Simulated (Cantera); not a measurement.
## Aluminium nitride and oxide growth: Al(CH3)3 + H2O + N2

A closed system holds: 1 mol Al(CH3)3, 15 mol H2O, 290 mol N2, equilibrated at 6.75 Torr.

These are equilibrium values from Cantera (NASA tables, ideal gas, pure condensed phases), not measurements of a reactor. Candidate condensed phases: Al, AlN, Al2O3, C, C6H6, C7H8, C8H18, H2O; 148 gas species. The feed counts by its element totals alone. Kinetics and transport are ignored.

```csv
T (K),x N2,x H2,x H2O,x CO,x H,n Al2O3(s)
850,0.928,0.0355,0.0269,0.00290,4.07e-11,0.500
950,0.928,0.0345,0.0279,0.00392,1.09e-9,0.500
1050,0.928,0.0336,0.0288,0.00478,1.57e-8,0.500
1150,0.928,0.0329,0.0295,0.00548,1.43e-7,0.500
1250,0.928,0.0324,0.0300,0.00603,9.17e-7,0.500
1350,0.928,0.0319,0.0305,0.00646,4.49e-6,0.500
1450,0.928,0.0316,0.0308,0.00681,1.77e-5,0.500
1550,0.928,0.0313,0.0311,0.00708,5.87e-5,0.500
1650,0.928,0.0310,0.0313,0.00730,0.000169,0.500
1750,0.928,0.0307,0.0314,0.00748,0.000430,0.500
1850,0.927,0.0303,0.0315,0.00762,0.000989,0.500
1950,0.927,0.0297,0.0314,0.00773,0.00208,0.500
2050,0.926,0.0289,0.0311,0.00781,0.00406,0.500
2150,0.924,0.0278,0.0301,0.00788,0.00741,0.499
```
x: gas mole fraction; n: condensed amount in mol.

From 850 K to 2150 K the condensed part is Al2O3(s).
